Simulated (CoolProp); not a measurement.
Octamethyltrisiloxane (MDM) along the isotherm 575 K: Z from the reference equation and from simpler models built on Tc = 565.4 K, pc = 1438 kPa, ω = 0.528; each cubic takes its own stable root.

Values from CoolProp's reference Helmholtz-energy equation of state, Thol 2017.

```
p (kPa)  phase  reference
-------  -----  ---------
89.8       gas     0.9802
180        gas     0.9597
270        gas     0.9385
359        gas     0.9167
449        gas     0.8938
539        gas     0.8699
629        gas     0.8449
719        gas     0.8186
```

Problem. How far does each simpler model (Pitzer virial, van der Waals, Redlich-Kwong, Soave-Redlich-Kwong) lie from the reference over these 8 states: mean and median of the absolute difference, and the worst?

Solution. 
- Pitzer virial: mean 0.5 %, median 0.2 %, worst +1.8 % at 575 K and 719 kPa
- van der Waals: mean 1.0 %, median 0.9 %, worst +2.0 % at 575 K and 719 kPa
- Redlich-Kwong: mean 0.2 %, median 0.2 %, worst -0.3 % at 575 K and 539 kPa
- Soave-Redlich-Kwong: mean 0.1 %, median 0.1 %, worst +0.2 % at 575 K and 719 kPa
